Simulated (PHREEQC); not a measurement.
Consider water at 23 °C with 0.75 mol HCl, 0.032 mol MgSO4 and 0.33 mol MgCl2 per kg of water. Closed to the air; pH follows from the charge balance.

Equilibrium calculation in PHREEQC: Pitzer model, pitzer.dat.

```json
[
 {"quantity": "pH", "before": "0.02", "after": "0.10"},
 {"quantity": "HSO4- (mol/kgw)", "before": "0.0219", "after": "0.0240"},
 {"quantity": "SO4-2 (mol/kgw)", "before": "0.0101", "after": "0.00796"},
 {"quantity": "SI of Epsomite (MgSO4:7H2O)", "before": "-2.75", "after": "-3.77"},
 {"quantity": "SI of Hexahydrite (MgSO4:6H2O)", "before": "-3.03", "after": "-4.05"}
]
```

Problem. Which change was made?
A. MgCl2 replaced by NaCl at the same molality
B. HCl from 0.75 to 0.825 mol/kgw
C. MgCl2 from 0.33 to 3.3 mol/kgw
D. MgCl2 replaced by CaCl2 at the same molality

Solution. A, MgCl2 replaced by NaCl at the same molality

Precipitation was switched off in this run. In brines, pH and single-ion activities rest on the MacInnes convention.
